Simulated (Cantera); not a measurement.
An adiabatic, constant-volume homogeneous reactor starts with CH₃OH : O₂ : N₂ = 1 : 2.83 : 10.6 (molar parts), equivalence ratio 0.53, at 1675 K and 9.87 atm. Integrator tolerance rtol = 1e-08.

Computed with Cantera and GRI-Mech 3.0 (53 species, 325 reactions). GRI-Mech 3.0 was tuned for natural gas; its chemistry of methanol as a main component is partial and can be far from experiment.

Q: What does this change do: pressure from 9.87 atm to 0.464 atm?

A: 
| quantity | before | after |
|---|---|---|
| time of steepest temperature rise | 8.37 µs | 0.130 ms |
| temperature at 0.200 s | 2833 K | 2659 K |
| equilibrium temperature | 2833 K | 2659 K |
| x(CH₃OH) at 0.200 s | <1e-12 (gas-phase equilibrium <1e-12) | <1e-12 (gas-phase equilibrium <1e-12) |
| x(O₂) at 0.200 s | 0.0770 (gas-phase equilibrium 0.0770) | 0.0801 (gas-phase equilibrium 0.0801) |
| x(CO) at 0.200 s | 0.00862 (gas-phase equilibrium 0.00862) | 0.0160 (gas-phase equilibrium 0.0160) |
| x(H) at 0.200 s | 0.00112 (gas-phase equilibrium 0.00112) | 0.00410 (gas-phase equilibrium 0.00410) |
| x(N₂O) at 0.200 s | 4.84e-6 (gas-phase equilibrium 4.84e-6) | 7.98e-7 (gas-phase equilibrium 7.98e-7) |
| x(CO₂) at 0.200 s | 0.0575 (gas-phase equilibrium 0.0575) | 0.0493 (gas-phase equilibrium 0.0493) |
| x(HO₂) at 0.200 s | 3.27e-5 (gas-phase equilibrium 3.27e-5) | 1.03e-5 (gas-phase equilibrium 1.03e-5) |
